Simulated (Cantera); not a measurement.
**Stirred combustor or abatement burner**

A perfectly stirred reactor is fed with 13.0 % CH4, 17.3 % O2, 65.0 % N2, 4.80 % CO2, equivalence ratio 1.5, at 5.00 bar; it is adiabatic with a 600 K inlet, and is followed from long to short residence time, starting on the burning branch (τ in s: 0.35, 0.16, 0.071, 0.032, 0.015, 0.0066, 0.003, 0.0013, 0.00061, 0.00028, 0.00012, 5.6e-05, 2.5e-05).

Computed with Cantera and GRI-Mech 3.0 (53 species, 325 reactions).

```
τ (s)    T (K)     x CH4      x O2   x CO2    x C2H4    x HO2   x C2H6    x H2
-------  -----  --------  --------  ------  --------  -------  -------  ------
0.35      2016  0.000237   2.75e-5  0.0640   1.43e-7  7.46e-9  1.24e-8  0.0596
0.16      2016  0.000460   5.81e-5  0.0642   5.54e-7  1.58e-8  4.88e-8  0.0591
0.071     2018  0.000854  0.000125  0.0647   1.99e-6  3.46e-8  1.80e-7  0.0580
0.032     2020   0.00143  0.000261  0.0654   5.99e-6  7.40e-8  5.62e-7  0.0563
0.015     2022   0.00215  0.000514  0.0663   1.49e-5  1.52e-7  1.46e-6  0.0541
0.0066    2021   0.00308   0.00104  0.0674   3.56e-5  3.32e-7  3.69e-6  0.0513
0.0030    2016   0.00413   0.00202  0.0683   7.61e-5  7.18e-7  8.48e-6  0.0485
0.0013    2000   0.00555   0.00403  0.0686  0.000165  1.71e-6  2.06e-5  0.0458
0.00061   1966   0.00762   0.00782  0.0681  0.000348  4.17e-6  5.16e-5  0.0437
0.00028    600     0.130     0.173  0.0480    <1e-12   <1e-12   <1e-12  <1e-12
0.00012    600     0.130     0.173  0.0480    <1e-12   <1e-12   <1e-12  <1e-12
5.6e-5     600     0.130     0.173  0.0480    <1e-12   <1e-12   <1e-12  <1e-12
2.5e-5     600     0.130     0.173  0.0480    <1e-12   <1e-12   <1e-12  <1e-12
```
x: mole fraction; the columns are a selection and need not sum to one.
